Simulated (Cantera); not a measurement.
A perfectly stirred reactor is fed with CH4 : CO : O2 : N2 : CO2 = 1 : 0.17 : 1.9 : 7.13 : 0.77 (molar parts), equivalence ratio 1.1, at 9.87 atm; it is adiabatic with a 500 K inlet, and is followed from long to short residence time, starting on the burning branch (τ in s: 0.32, 0.11, 0.036, 0.012, 0.0039, 0.0013, 0.00044, 0.00014, 4.8e-05).

Computed with Cantera and GRI-Mech 3.0 (53 species, 325 reactions).

### Question
Predict: blow-out, bracketed by the residence times tried; x(CH4) at τ = 0.320 s; x(CO) at τ = 0.320 s; x(O2) at τ = 0.320 s; x(CH2) at τ = 0.320 s; x(CH4) at τ = 3.90 ms; x(CO) at τ = 3.90 ms; x(O2) at τ = 3.90 ms; x(C2H2) at τ = 3.90 ms; x(CH2) at τ = 3.90 ms.

### Answer
| Item | Value |
|---|---|
| blow-out, bracketed by the residence times tried | burning at 0.140 ms, out at 48.0 µs |
| x(CH4) at τ = 0.320 s | 1.64e-6 |
| x(CO) at τ = 0.320 s | 0.0280 |
| x(O2) at τ = 0.320 s | 0.000160 |
| x(CH2) at τ = 0.320 s | 1.35e-8 |
| x(CH4) at τ = 3.90 ms | 3.43e-5 |
| x(CO) at τ = 3.90 ms | 0.0299 |
| x(O2) at τ = 3.90 ms | 0.00132 |
| x(C2H2) at τ = 3.90 ms | 2.04e-7 |
| x(CH2) at τ = 3.90 ms | 7.11e-7 |
